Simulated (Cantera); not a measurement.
An adiabatic, constant-volume homogeneous reactor starts with H2 : O2 : N2 = 1 : 0.862 : 3.24 (molar parts), equivalence ratio 0.58, at 1225 K and 0.690 bar. Integrator tolerance rtol = 1e-08.

Model: the H2/O2 subset of GRI-Mech 3.0, which has no nitrogen chemistry, integrated in Cantera.

Task: What does this change do: H2 1 to 0.32 parts?

Result: 
```csv
quantity,before,after
time of steepest temperature rise,57.6 µs,79.3 µs
temperature at 2.00 s,2665 K,1877 K
equilibrium temperature,2665 K,1877 K
x(H2) at 2.00 s,0.00771 (gas-phase equilibrium 0.00771),1.97e-5 (gas-phase equilibrium 1.97e-5)
x(O2) at 2.00 s,0.0728 (gas-phase equilibrium 0.0728),0.164 (gas-phase equilibrium 0.164)
x(H2O2) at 2.00 s,5.99e-7 (gas-phase equilibrium 5.99e-7),3.68e-8 (gas-phase equilibrium 3.68e-8)
x(H) at 2.00 s,0.00374 (gas-phase equilibrium 0.00374),2.94e-6 (gas-phase equilibrium 2.94e-6)
x(HO2) at 2.00 s,1.45e-5 (gas-phase equilibrium 1.45e-5),1.21e-6 (gas-phase equilibrium 1.21e-6)
```

Task: What does this change do: initial temperature 1225 to 1675 K?

Result: 
| quantity | before | after |
|---|---|---|
| time of steepest temperature rise | 57.6 µs | 11.9 µs |
| temperature at 2.00 s | 2665 K | 2819 K |
| equilibrium temperature | 2665 K | 2819 K |
| x(H2) at 2.00 s | 0.00771 (gas-phase equilibrium 0.00771) | 0.0148 (gas-phase equilibrium 0.0148) |
| x(O2) at 2.00 s | 0.0728 (gas-phase equilibrium 0.0728) | 0.0701 (gas-phase equilibrium 0.0701) |
| x(H2O2) at 2.00 s | 5.99e-7 (gas-phase equilibrium 5.99e-7) | 6.19e-7 (gas-phase equilibrium 6.19e-7) |
| x(H) at 2.00 s | 0.00374 (gas-phase equilibrium 0.00374) | 0.0103 (gas-phase equilibrium 0.0103) |
| x(HO2) at 2.00 s | 1.45e-5 (gas-phase equilibrium 1.45e-5) | 1.76e-5 (gas-phase equilibrium 1.76e-5) |
